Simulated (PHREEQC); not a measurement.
Dissolve 0.26 mol MgBr2 and 0.016 mol NH4Br per kg of water at 40 °C. Closed to the air; pH follows from the charge balance.

Computed with PHREEQC (ion-association model, wateq4f.dat).

This is a speciation only: nothing precipitates in the calculation.

### Question
What pH, activity of water does the model give?

### Answer
pH 5.41; activity of water 0.986.

Caution: at this ionic strength the ion-association model is outside its range; a Pitzer model would be the better tool where its parameters exist. Complexes and solids missing from the database can't appear. Away from 25 °C the constants follow the database's enthalpies or fits; those with neither stay at their 25 °C values.
